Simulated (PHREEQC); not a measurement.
Make-up at 70 °C: 1 mmol/kgw H3BO3 and 15 mmol/kgw Na2HPO4. Closed to the air; pH follows from the charge balance.

The numbers come from PHREEQC with the ion-association model, wateq4f.dat.

Precipitation was switched off in this run.

**Question.** What pH, ionic strength does the model give?

**Answer.** pH 8.45; ionic strength 0.0439 mol/kgw.

**Question.** In which forms is Na present?

**Answer.** Na+ 99 %, NaHPO4- 1.2 % of the Na.

H3PO4, which wateq4f.dat lacks, is added to it with the constant of phreeqc.dat. Away from 25 °C the constants follow the database's enthalpies or fits; those with neither stay at their 25 °C values.
